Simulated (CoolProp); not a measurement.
Vapour-liquid equilibrium of R142b (1) + R113 (2) at 317.9 K; x and y are mole fractions of (1).

Values from CoolProp's multi-fluid Helmholtz-energy mixture model, Lemmon 2006 and Marx 1992; pair parameters Bell 2016.

| x | bubble pressure, mixture model (kPa) | bubble pressure, Raoult's law (kPa) | y, mixture model | y, Raoult's law |
|---|---|---|---|---|
| 0.05 | 123.6 | 117.3 | 0.281 | 0.254 |
| 0.15 | 183.2 | 167.5 | 0.553 | 0.532 |
| 0.25 | 238.6 | 217.8 | 0.686 | 0.683 |
| 0.35 | 290.2 | 268.0 | 0.768 | 0.777 |
| 0.45 | 338.8 | 318.3 | 0.824 | 0.841 |
| 0.55 | 385.2 | 368.5 | 0.866 | 0.887 |
| 0.65 | 430.4 | 418.8 | 0.901 | 0.923 |
| 0.75 | 475.4 | 469.0 | 0.931 | 0.951 |
| 0.85 | 521.4 | 519.3 | 0.959 | 0.973 |
| 0.95 | 569.5 | 569.6 | 0.986 | 0.992 |

The largest gap from Raoult's law is +9.6 % in bubble pressure, at x = 0.25. No azeotrope shows between x = 0.05 and 0.95.

Pair parameters are fitted to limited data, so mixtures are less certain than the pure fluids.
